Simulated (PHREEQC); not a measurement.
A solution holds 0.96 mol/kgw H2SO4, 0.0001 mol/kgw CuSO4 and 0.0018 mol/kgw MgCl2, at 40 °C. It is in equilibrium with CO2 at log p = -3.4 (atm). Otherwise closed; pH follows from the charge balance.

Computed with PHREEQC (ion-association model, phreeqc.dat).

Question: The ionic strength comes out as 1.06 mol/kgw. What activity coefficients do Mg+2, HSO4-, Cu+2, SO4-2, H+ get?

Answer: Mg+2 0.29, HSO4- 0.80, Cu+2 0.20, SO4-2 0.14, H+ 0.74.

This is a speciation only: nothing precipitates in the calculation. Ionic strength above about 0.7 mol/kgw puts this run outside the model's range. Species that the database lacks are ignored. At this temperature some constants are extrapolated from 25 °C, and those without enthalpy data are left unchanged.
